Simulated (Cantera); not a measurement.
## N2O furnace oxynitridation

An isothermal, constant-pressure homogeneous reactor starts with N2O : O2 = 1 : 2.3 (molar parts), at 1075 K and 0.217 atm.

Detailed kinetics in Cantera: GRI-Mech 3.0 (53 species, 325 reactions). GRI-Mech 3.0 was tuned for natural gas; its chemistry of N2O as a main component is partial and can be far from experiment. The mechanism lacks the step 2 NO + O2 → 2 NO2, which can matter for NO2 below about 1400 K. The temperature is held fixed by assumption; the heat of reaction is taken as removed at once.

| t (s) | x N2O | x O2 | x NO | x NO2 | x O |
|---|---|---|---|---|---|
| 9.00e-5 | 0.303 | 0.697 | 4.04e-9 | <1e-12 | 9.53e-8 |
| 0.000287 | 0.303 | 0.697 | 2.83e-8 | <1e-12 | 1.76e-7 |
| 0.000916 | 0.303 | 0.697 | 1.34e-7 | <1e-12 | 2.03e-7 |
| 0.00292 | 0.303 | 0.697 | 4.80e-7 | 5.09e-12 | 2.03e-7 |
| 0.00932 | 0.303 | 0.697 | 1.58e-6 | 5.53e-11 | 2.03e-7 |
| 0.0297 | 0.303 | 0.697 | 5.11e-6 | 5.70e-10 | 2.03e-7 |
| 0.0949 | 0.303 | 0.697 | 1.63e-5 | 5.53e-9 | 2.03e-7 |
| 0.303 | 0.302 | 0.697 | 5.21e-5 | 4.89e-8 | 2.03e-7 |
| 0.965 | 0.300 | 0.697 | 0.000165 | 3.38e-7 | 2.03e-7 |
| 3.08 | 0.293 | 0.698 | 0.000519 | 1.55e-6 | 2.02e-7 |
| 9.83 | 0.273 | 0.700 | 0.00158 | 5.30e-6 | 2.00e-7 |
| 31.3 | 0.218 | 0.706 | 0.00439 | 1.53e-5 | 1.92e-7 |
| 100 | 0.113 | 0.717 | 0.00951 | 3.40e-5 | 1.63e-7 |
x: mole fraction; the columns are a selection and need not sum to one.

Equilibrium at this temperature and pressure: N2O 1.52e-9, O2 0.737, NO 7.33e-5, NO2 2.13e-6, O 2.42e-9 (gas phase only).
